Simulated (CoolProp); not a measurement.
n-octane along the isobar 0.101 MPa: density (kg/m³) from the reference equation and from simpler models built on Tc = 568.7 K, pc = 2.484 MPa, ω = 0.398; each cubic takes its own stable root.

Computed with CoolProp (reference Helmholtz-energy equation of state, Beckmüller 2019).

```csv
T (K),phase,reference,van der Waals,Redlich-Kwong,Peng-Robinson
401,gas,3.661,3.560,3.596,3.630
416.4,gas,3.498,…,3.450,3.478
431.8,gas,3.351,…,3.315,3.339
447.2,gas,3.218,3.172,…,…
462.5,gas,3.098,3.062,3.078,3.094
477.9,gas,2.987,2.958,2.972,2.985
493.3,gas,2.885,2.862,2.873,2.884
508.7,gas,2.790,2.772,2.781,2.790
524.1,gas,2.702,2.688,2.695,2.703
539.5,gas,2.619,2.608,2.615,2.621
554.9,gas,2.542,2.533,2.539,2.544
570.3,gas,2.470,2.463,2.467,2.471
585.6,gas,2.402,2.397,2.400,2.403
```

Question: What belongs in the gaps?

Answer: 
- 416.4, van der Waals: 3.420
- 431.8, van der Waals: 3.291
- 447.2, Redlich-Kwong: 3.192
- 447.2, Peng-Robinson: 3.211
